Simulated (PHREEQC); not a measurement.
Consider water at 25 °C with 0.0094 mol FeSO4, 0.0059 mol NaF and 0.00065 mol NaCl per kg of water. Closed to the air; pH follows from the charge balance.

Model: ion-association model, wateq4f.dat, run in PHREEQC.

### Question
The ionic strength comes out as 0.0343 mol/kgw. What activity coefficients do FeF+, Fe+2, F-, Cl-, Na+ get?

### Answer
FeF+ 0.84, Fe+2 0.53, F- 0.84, Cl- 0.84, Na+ 0.85.

No solid was allowed to form. Fluoro complexes past AlF4- and FeF3 are missing from the database.
